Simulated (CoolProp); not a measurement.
Vapour-liquid equilibrium of n-hexane (1) + p-xylene (2) at 216 kPa; x and y are mole fractions of (1).

Values from CoolProp's multi-fluid Helmholtz-energy mixture model, Thol 2019 and Zhou 2012; pair parameters Bell 2016.

Problem. Give the bubble temperature and the first vapour's composition at x = 0.05, 0.2, 0.95. Is there an azeotrope?

Solution. x = 0.05: 432.9 K, y = 0.221; x = 0.2: 412.1 K, y = 0.594; x = 0.95: 369.8 K, y = 0.990. No azeotrope shows between x = 0.05 and 0.95.

The pair parameters rest on a limited set of measurements; away from them the model extrapolates.
